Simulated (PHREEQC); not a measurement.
**Hard or scaling water (model solution)**

Solution (25 °C): 0.00011 mol/kgw Ca(HCO3)2, 0.03 mol/kgw Na2SO4 and 3.8e-07 mol/kgw H4SiO4. Closed to the air; pH follows from the charge balance.

All values are PHREEQC results (ion-association model, phreeqc.dat), not measurements.

```
Item                           Value
--------------------  --------------
pH                              7.98
ionic strength        0.0841 mol/kgw
specific conductance      5550 µS/cm
density                  1.001 g/cm³
total alkalinity        0.220 meq/kg
```

```
species  molality  activity   log γ
-------  --------  --------  ------
Na+        0.0570    0.0453  -0.100
SO4-2      0.0269    0.0106  -0.404
NaSO4-    0.00302   0.00241  -0.098
HCO3-    0.000209  0.000167  -0.098
Ca+2      6.24e-5   2.56e-5  -0.387
CaSO4     4.75e-5   4.84e-5   0.008
```

This is a speciation only: nothing precipitates in the calculation.
